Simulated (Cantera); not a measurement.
A perfectly stirred reactor is fed with C2H6 : H2 = 1 : 44 (molar parts), at 97.0 Pa; it is held at 1575 K, and followed from long to short residence time.

Cantera simulation using GRI-Mech 3.0 (53 species, 325 reactions); the numbers are that mechanism's predictions, not measurements. GRI-Mech 3.0 stops at C3 and has no aromatics, soot or wall deposition, so with more carbon than oxygen in the feed, carbon stays in small species such as C2H2 where larger ones or solid carbon would form. Radical loss at walls, strong at low pressure, is not modelled.

One state of this run: x C2H6 = 9.24e-5; x H2 = 0.965; x C2H = 5.71e-8; x CH3 = 0.000932; x C2H4 = 0.000407. x: mole fraction; the columns are a selection and need not sum to one.

Task: Which value of τ (s) does it belong to?
A) 1.2
B) 0.00040
C) 0.012
D) 0.039

Result: A, 1.2
